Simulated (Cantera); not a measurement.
Cantera with NASA thermochemical tables; ideal gases at 1 bar, condensed phases pure. Values are per mole of reaction as written; species without (g) are pure solids or liquids, kept so even where they would boil at 1 bar.

### Question
Between 300 and 2900 K, where is each reaction favourable under standard conditions?
- 6 AlCl(g) → 4 Al + Al₂Cl₆(g)

### Answer
- 6 AlCl(g) → 4 Al + Al₂Cl₆(g): ΔG° is -753 kJ at 300 K and 905 kJ at 2900 K; it changes sign between 300 and 2500 K. ΔH° is -744 kJ and ΔS° -569 J/K at 2900 K.
